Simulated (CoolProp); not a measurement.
Properties of carbon monoxide along the isobar 1.01 bar.

Model: reference Helmholtz-energy equation of state, Lemmon 2006, in CoolProp. It is a short technical equation, of lower accuracy than the large ones.

```
T (K)  phase  density (kg/m³)  isothermal compressibility (1/MPa)  fugacity coefficient
-----  -----  ---------------  ----------------------------------  --------------------
130.3    gas            2.638                               10.00                0.9898
152.6    gas            2.244                               9.965                0.9936
175      gas            1.952                               9.942                0.9959
197.4    gas            1.728                               9.928                0.9972
219.7    gas            1.552                               9.919                0.9981
242.1    gas            1.407                               9.913                0.9988
264.5    gas            1.287                               9.909                0.9992
286.9    gas            1.187                               9.906                0.9995
309.2    gas            1.101                               9.903                0.9997
331.6    gas            1.026                               9.902                0.9999
354      gas           0.9611                               9.901                 1.000
376.3    gas           0.9041                               9.900                 1.000
398.7    gas           0.8532                               9.899                 1.000
```
